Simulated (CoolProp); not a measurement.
Values from CoolProp's reference Helmholtz-energy equation of state, Akasaka 2015.

Question: For R245fa, give the phase and the Joule-Thomson coefficient (K/MPa), fugacity coefficient at 216.8 K and 0.707 bar.

Answer: 
- 216.8 K and 0.707 bar: liquid; Joule-Thomson coefficient -0.374, fugacity coefficient 0.0251
